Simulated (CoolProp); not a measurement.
Vapour-liquid equilibrium of ethane (1) + n-butane (2) at 0.0288 MPa; x and y are mole fractions of (1).

Computed with CoolProp (multi-fluid Helmholtz-energy mixture model, Bücker 2006 and Bücker 2006; pair parameters Kunz 2012).

Problem. Give the bubble temperature and the first vapour's composition at x = 0.35, 0.65, 0.75. Is there an azeotrope?

Solution. x = 0.35: 180.3 K, y = 0.992; x = 0.65: 170.2 K, y = 0.998; x = 0.75: 168.1 K, y = 0.999. No azeotrope shows between x = 0.05 and 0.95.

Pair parameters are fitted to limited data, so mixtures are less certain than the pure fluids. The gap from Raoult's law changes sign with composition, which may be real or a fault of the pair parameters; it wasn't checked against measurements.
